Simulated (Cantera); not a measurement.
Input: 1 mol Al2O3, 0.79 mol H2, at 2548 K and 0.133 bar.

Equilibrium computed with Cantera from the NASA thermochemical tables; the gas is ideal and each condensed phase is pure. Candidate condensed phases: Al, Al2O3, H2O; 19 gas species. The tables' values for AlOH are old estimates; treat these amounts as uncertain. Kinetics and transport are ignored.

Base state: H2 0.903, H 0.0805, H2O 0.00985, Al 0.00371, Al2O 0.00193, AlOH 0.000684, OH 0.000192, AlO 0.000163 (mole fractions); condensed: Al2O3(l).

### Question
What changes in the equilibrium state with this change: temperature from 2548 K to 1523 K?

### Answer
```tsv
species	before	after
H2	0.903	1.000
H	0.0805	6.33e-5
H2O	0.00985	6.47e-7
Al	0.00371	2.78e-7
OH	0.000192	<1e-9
AlO	0.000163	<1e-9
Al2O	0.00193	2.66e-8
AlOH	0.000684	1.49e-8
AlO2H	2.75e-5	<1e-9
Al2O3(l), mol	0.996	0
Al2O3(s), mol	0	1.00
```
